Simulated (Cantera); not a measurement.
TiO2 + CO (carbothermic reduction)

Feed: 1 mol TiO2, 18 mol CO, held at 2277 °C and 0.133 bar.

Cantera equilibrium calculation (NASA polynomials, part measured and part estimated; ideal gas, pure solids and liquids). Candidate condensed phases: C, Ti, TiC, TiO, TiO2, Ti2O3, Ti3O5, Ti4O7; 15 gas species. Kinetics and transport are ignored.

| Item | Value |
|---|---|
| x(CO) | 0.980 |
| x(CO2) | 0.0183 |
| x(TiO2) | 0.000792 |
| x(TiO) | 0.000367 |
| x(O) | 0.000124 |
| x(O2) | 5.99e-6 |
| n(Ti3O5(l)) | 0.326 mol |
| gas amount | 18.02 mol |
| log10 activity of Ti4O7(l) (absent) | -0.08 |
| log10 activity of Ti2O3(l) (absent) | -0.47 |
| log10 activity of Ti(l) (absent) | -4.52 |
